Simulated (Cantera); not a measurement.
A closed system holds: 1 mol SiH₄, 25 mol N₂, at 1.33 mbar.

Equilibrium computed with Cantera from the NASA thermochemical tables; the gas is ideal and each condensed phase is pure. Candidate condensed phases: Si, Si₃N₄; 18 gas species. Equilibrium is a limit: real reactors are often held back by kinetics, nucleation or transport.

### Question
What share of the Si ends up in condensed phases as a function of T (K), at 1548, 1598, 1648, 1698, 1748, 1798, 1848, 1898, 1948?

### Answer
```
T (K)  Si condensed (%)        as
-----  ----------------  --------
1548              100.0  Si₃N₄(s)
1598               99.9  Si₃N₄(s)
1648               99.6  Si₃N₄(s)
1698               98.5     Si(l)
1748               96.7     Si(l)
1798               93.1     Si(l)
1848               86.1     Si(l)
1898               72.9     Si(l)
1948               48.5     Si(l)
```
